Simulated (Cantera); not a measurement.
Charge: 1 mol BaF2, a varied amount of O2, 0.14 mol H2, equilibrated at 41.0 mbar.

Equilibrium computed with Cantera from the NASA thermochemical tables; the gas is ideal and each condensed phase is pure. Candidate condensed phases: Ba, BaF2, BaO, Ba(OH)2, H2O; 27 gas species. Mutual solubility and eutectic melting of coexisting phases are not modelled. The numbers say what is thermodynamically allowed, not how fast it happens.

What condenses at these points (T in K, n(O2) in mol): (2000, 0.35); (1925, 0.35); (2000, 3.4); (1875, 0.11); (1925, 1.1)?


```tsv
T (K)	n(O2) in mol	condensed phases	Ba condensed (%)
2000	0.35	BaF2 + BaO	47.1
1925	0.35	BaF2 + BaO	84.4
2000	3.4	BaO	2.7
1875	0.11	BaF2 + BaO	96.4
1925	1.1	BaF2 + BaO	57.5
```
